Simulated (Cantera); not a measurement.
**Ignition delay**

Mixture: CH3OH : O2 : N2 : CO2 = 1 : 3.49 : 19.5 : 2.2 (molar parts), equivalence ratio 0.43, at 20.0 bar, adiabatic and at constant volume. Ignition delay is the time to a rise of 400 K.

Computed with Cantera and GRI-Mech 3.0 (53 species, 325 reactions). GRI-Mech 3.0 was tuned for natural gas; its chemistry of methanol as a main component is partial and can be far from experiment. The pressure lies above the range GRI-Mech 3.0 was tuned for (to about 10 atm).

```json
[
 {"T0 (K)": "1323", "delay (ms)": "0.198"},
 {"T0 (K)": "1373", "delay (ms)": "0.105"},
 {"T0 (K)": "1423", "delay (ms)": "0.0593"},
 {"T0 (K)": "1473", "delay (ms)": "0.0354"},
 {"T0 (K)": "1523", "delay (ms)": "0.0223"},
 {"T0 (K)": "1573", "delay (ms)": "0.0146"},
 {"T0 (K)": "1623", "delay (ms)": "0.00992"}
]
```

The apparent activation energy between 1523 and 1623 K comes out as 170 kJ/mol.
